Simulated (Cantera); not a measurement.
**Silicon nitride deposition: SiH₄ + N₂**

A closed system holds: 1 mol SiH₄, a varied amount of N₂, held at 827 °C and 133 Pa.

Method: chemical equilibrium by Gibbs-energy minimisation in Cantera with the NASA 1993 tables (ideal gas, pure condensed phases). Candidate condensed phases: Si, Si₃N₄; 18 gas species. N₂ is the only nitrogen source here; it is nearly inert below about 1500 K, so the nitride shown seldom forms there in practice. Mutual solubility and eutectic melting of coexisting phases are not modelled. The numbers say what is thermodynamically allowed, not how fast it happens.

```json
[
 {"n(N₂) (mol)": "0.34", "log p H₂": "-2.88", "log p N₂": "-9.02", "log p H": "-9.03", "log p NH₃": "-12.32", "n Si(s)": "0.490", "n Si₃N₄(s)": "0.170"},
 {"n(N₂) (mol)": "0.59", "log p H₂": "-2.88", "log p N₂": "-9.02", "log p H": "-9.03", "log p NH₃": "-12.32", "n Si(s)": "0.115", "n Si₃N₄(s)": "0.295"},
 {"n(N₂) (mol)": "1", "log p H₂": "-2.94", "log p N₂": "-3.72", "log p H": "-9.06", "log p NH₃": "-9.77", "n Si(s)": "0", "n Si₃N₄(s)": "0.333"},
 {"n(N₂) (mol)": "1.7", "log p H₂": "-3.06", "log p N₂": "-3.34", "log p H": "-9.12", "log p NH₃": "-9.75", "n Si(s)": "0", "n Si₃N₄(s)": "0.333"},
 {"n(N₂) (mol)": "3", "log p H₂": "-3.21", "log p N₂": "-3.14", "log p H": "-9.19", "log p NH₃": "-9.89", "n Si(s)": "0", "n Si₃N₄(s)": "0.333"},
 {"n(N₂) (mol)": "5.2", "log p H₂": "-3.39", "log p N₂": "-3.03", "log p H": "-9.28", "log p NH₃": "-10.10", "n Si(s)": "0", "n Si₃N₄(s)": "0.333"},
 {"n(N₂) (mol)": "8.9", "log p H₂": "-3.58", "log p N₂": "-2.97", "log p H": "-9.38", "log p NH₃": "-10.36", "n Si(s)": "0", "n Si₃N₄(s)": "0.333"},
 {"n(N₂) (mol)": "15", "log p H₂": "-3.79", "log p N₂": "-2.93", "log p H": "-9.48", "log p NH₃": "-10.64", "n Si(s)": "0", "n Si₃N₄(s)": "0.333"}
]
```
log p: log10 of the partial pressure in bar; n: condensed amount in mol.

From 0.34 mol N₂ to 0.59 mol N₂ the condensed part is Si(s) + Si₃N₄(s). From 1 mol N₂ to 15 mol N₂ the condensed part is Si₃N₄(s).
